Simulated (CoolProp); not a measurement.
The fluid at 458.31 K and 0.127 MPa is throttled through a valve to 0.0539 MPa with no heat exchange. The same conditions are run with several fluids, on thermodynamics alone (safety and materials aside).

Values from CoolProp's reference Helmholtz-energy equation of state of each fluid (toluene: Lemmon 2006; chloromethane (R40): Thol 2014; ammonia: Gao 2020; carbon monoxide: Lemmon 2006; sulfur hexafluoride: Guder 2009).

```csv
fluid,temperature change (K),final density (kg/m³)
toluene,-1.3,1.32
chloromethane (R40),-0.7,0.717
ammonia,-0.5,0.241
carbon monoxide,-0.1,0.396
sulfur hexafluoride,-0.2,2.07
```
